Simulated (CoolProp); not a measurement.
Vapour-liquid equilibrium of R134a (1) + R245fa (2) at 0.803 MPa; x and y are mole fractions of (1).

The numbers come from the multi-fluid Helmholtz-energy mixture model, Tillner-Roth 1994 and Akasaka 2015; pair parameters Akasaka 2014 in CoolProp.

| x | bubble temperature (K) | y at the bubble point | dew temperature at overall composition x (K) | liquid density (mol/L) |
|---|---|---|---|---|
| 0.05 | 350.0 | 0.120 | 352.3 | 8.875 |
| 0.125 | 344.7 | 0.276 | 349.9 | 9.110 |
| 0.2 | 339.7 | 0.406 | 347.3 | 9.338 |
| 0.275 | 335.2 | 0.514 | 344.7 | 9.558 |
| 0.35 | 330.9 | 0.605 | 341.9 | 9.772 |
| 0.425 | 327.1 | 0.682 | 338.9 | 9.982 |
| 0.5 | 323.4 | 0.747 | 335.8 | 10.19 |
| 0.575 | 320.1 | 0.802 | 332.4 | 10.39 |
| 0.65 | 316.9 | 0.850 | 328.7 | 10.60 |
| 0.725 | 314.0 | 0.891 | 324.7 | 10.80 |
| 0.8 | 311.2 | 0.926 | 320.2 | 11.01 |
| 0.875 | 308.6 | 0.957 | 315.2 | 11.22 |
| 0.95 | 306.2 | 0.984 | 309.2 | 11.44 |

No azeotrope shows between x = 0.05 and 0.95.

The pair parameters rest on a limited set of measurements; away from them the model extrapolates.
